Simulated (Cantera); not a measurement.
Charge: 1 mol H2S, 0.039 mol SO2, equilibrated at 1948.15 K and 0.0100 bar.

These are equilibrium values from Cantera (NASA tables, ideal gas, pure condensed phases), not measurements of a reactor. Candidate condensed phases: H2O, H2SO4, S; 19 gas species. Equilibrium is a limit: real reactors are often held back by kinetics, nucleation or transport.

Base state: H2 0.573, S2 0.307, H2O 0.0434, SH 0.0266, H2S 0.0217, S 0.0124, H 0.00857, SO 0.00569 (mole fractions); condensed: gas only.

Task: What changes in the equilibrium state with this change: SO2 from 0.039 to 0.16 mol?

Result: 
| species | before | after |
|---|---|---|
| H2 | 0.573 | 0.445 |
| S2 | 0.307 | 0.312 |
| H2O | 0.0434 | 0.141 |
| SO | 0.00569 | 0.0240 |
| SO2 | 0.000908 | 0.0160 |
| H2S | 0.0217 | 0.0170 |
| SH | 0.0266 | 0.0237 |
| S | 0.0124 | 0.0125 |
| S2O | 0.000182 | 0.000773 |
| OH | 5.87e-5 | 0.000216 |
| H | 0.00857 | 0.00755 |

Task: What changes in the equilibrium state with this change: temperature from 1948.15 K to 1600 K?

Result: 
```
species    before     after
-------  --------  --------
H2          0.573     0.553
S2          0.307     0.312
H2S        0.0217    0.0712
SH         0.0266   0.00976
S          0.0124  0.000675
H2O        0.0434    0.0520
OH        5.87e-5   1.49e-6
H         0.00857  0.000404
SO        0.00569  0.000545
SO2      0.000908  0.000214
S2O      0.000182   9.46e-5
```
